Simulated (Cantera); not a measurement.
Feed: 1 mol SiO₂, 1.4 mol MgCl₂, 0.27 mol O₂, at 1 atm.

These are equilibrium values from Cantera (NASA tables, ideal gas, pure condensed phases), not measurements of a reactor. Candidate condensed phases: Mg, MgCl₂, MgO, MgSiO₃, Mg₂SiO₄, Si, SiO₂; 20 gas species. Mutual solubility and eutectic melting of coexisting phases are not modelled. The tables hold silica as quartz up to 1696 K and as liquid above; real silica turns to tridymite and cristobalite and melts near 1996 K. Condensed phases not in the tables: alloys, solid solutions and most ternary compounds. The numbers say what is thermodynamically allowed, not how fast it happens.

Question: At 1650 K, list the 4 most abundant gas species with their mole fractions, and the condensed phases.

Answer: MgCl₂ 0.591, Cl₂ 0.324, Cl 0.0829, O₂ 0.00163. Condensed: MgSiO₃(s) + SiO₂(β-quartz).
